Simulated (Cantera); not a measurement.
**Thermodynamics of nitride etching, feed Si3N4 + HCl + H2**

A closed system holds: 1 mol Si3N4, 1.7 mol HCl, a varied amount of H2, at 1350 K and 0.00133 bar.

Cantera equilibrium calculation (NASA polynomials, part measured and part estimated; ideal gas, pure solids and liquids). Candidate condensed phases: NH4Cl, Si, Si3N4; 28 gas species. The tables' values for SiCl3 are old estimates; treat these amounts as uncertain. Kinetics and transport are ignored.

| n(H2) (mol) | log p H2 | log p HCl | log p SiCl2 | log p N2 | log p SiCl3 | log p SiCl4 | n Si3N4(s) |
|---|---|---|---|---|---|---|---|
| 0.46 | -3.33 | -3.24 | -3.91 | -3.94 | -4.62 | -4.64 | 0.902 |
| 0.59 | -3.29 | -3.25 | -3.94 | -3.98 | -4.68 | -4.72 | 0.905 |
| 0.76 | -3.26 | -3.26 | -3.97 | -4.03 | -4.75 | -4.82 | 0.909 |
| 0.97 | -3.22 | -3.28 | -4.01 | -4.08 | -4.82 | -4.94 | 0.913 |
| 1.3 | -3.17 | -3.31 | -4.07 | -4.15 | -4.93 | -5.10 | 0.918 |
| 1.6 | -3.14 | -3.34 | -4.12 | -4.21 | -5.03 | -5.24 | 0.921 |
| 2.1 | -3.10 | -3.39 | -4.19 | -4.30 | -5.16 | -5.44 | 0.926 |
| 2.7 | -3.06 | -3.43 | -4.27 | -4.39 | -5.30 | -5.64 | 0.930 |
| 3.4 | -3.04 | -3.49 | -4.34 | -4.47 | -5.45 | -5.85 | 0.934 |
log p: log10 of the partial pressure in bar; n: condensed amount in mol.

From 0.46 mol H2 to 3.4 mol H2 the condensed part is Si3N4(s). The main Si-bearing gas is SiCl2 throughout. The share of Si in condensed phases is highest at 3.4 mol H2 (93.4 %) and lowest at 0.46 mol H2 (90.2 %).
